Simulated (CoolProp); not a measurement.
Vapour-liquid equilibrium of m-xylene (1) + o-xylene (2) at 0.148 MPa; x and y are mole fractions of (1).

Values from CoolProp's multi-fluid Helmholtz-energy mixture model, Zhou 2012 and Zhou 2012; pair parameters Bell 2016.

```json
[
 {"x": "0.05", "bubble temperature (°C)": "159.0", "y at the bubble point": "0.056", "dew temperature at overall composition x (°C)": "159.0", "liquid density (mol/L)": "7.103"},
 {"x": "0.125", "bubble temperature (°C)": "158.6", "y at the bubble point": "0.139", "dew temperature at overall composition x (°C)": "158.7", "liquid density (mol/L)": "7.092"},
 {"x": "0.2", "bubble temperature (°C)": "158.2", "y at the bubble point": "0.221", "dew temperature at overall composition x (°C)": "158.3", "liquid density (mol/L)": "7.082"},
 {"x": "0.275", "bubble temperature (°C)": "157.7", "y at the bubble point": "0.301", "dew temperature at overall composition x (°C)": "157.9", "liquid density (mol/L)": "7.072"},
 {"x": "0.35", "bubble temperature (°C)": "157.3", "y at the bubble point": "0.380", "dew temperature at overall composition x (°C)": "157.5", "liquid density (mol/L)": "7.062"},
 {"x": "0.425", "bubble temperature (°C)": "156.9", "y at the bubble point": "0.458", "dew temperature at overall composition x (°C)": "157.1", "liquid density (mol/L)": "7.052"},
 {"x": "0.5", "bubble temperature (°C)": "156.4", "y at the bubble point": "0.533", "dew temperature at overall composition x (°C)": "156.6", "liquid density (mol/L)": "7.042"},
 {"x": "0.575", "bubble temperature (°C)": "156.0", "y at the bubble point": "0.607", "dew temperature at overall composition x (°C)": "156.2", "liquid density (mol/L)": "7.032"},
 {"x": "0.65", "bubble temperature (°C)": "155.6", "y at the bubble point": "0.679", "dew temperature at overall composition x (°C)": "155.8", "liquid density (mol/L)": "7.022"},
 {"x": "0.725", "bubble temperature (°C)": "155.2", "y at the bubble point": "0.750", "dew temperature at overall composition x (°C)": "155.3", "liquid density (mol/L)": "7.011"},
 {"x": "0.8", "bubble temperature (°C)": "154.8", "y at the bubble point": "0.820", "dew temperature at overall composition x (°C)": "154.9", "liquid density (mol/L)": "7.001"},
 {"x": "0.875", "bubble temperature (°C)": "154.4", "y at the bubble point": "0.888", "dew temperature at overall composition x (°C)": "154.5", "liquid density (mol/L)": "6.991"},
 {"x": "0.95", "bubble temperature (°C)": "154.0", "y at the bubble point": "0.955", "dew temperature at overall composition x (°C)": "154.0", "liquid density (mol/L)": "6.981"}
]
```

No azeotrope shows between x = 0.05 and 0.95.

The pair parameters rest on a limited set of measurements; away from them the model extrapolates.
